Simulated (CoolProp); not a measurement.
The numbers come from the reference Helmholtz-energy equation of state, Lemmon 2006 in CoolProp. It is a short technical equation, of lower accuracy than the large ones.

**Question.** Give the vapour pressure (MPa), liquid density (kg/m³), vapour density (kg/m³), liquid cp (kJ/(kg K)) of saturated CH3F (R41) at -91.05, -65.45 °C.

**Answer.** 
```csv
T (°C),p (MPa),liquid density (kg/m³),vapour density (kg/m³),liquid cp (kJ/(kg K))
-91.05,0.0477,907,1.10,2.06
-65.45,0.196,854,4.14,2.10
```
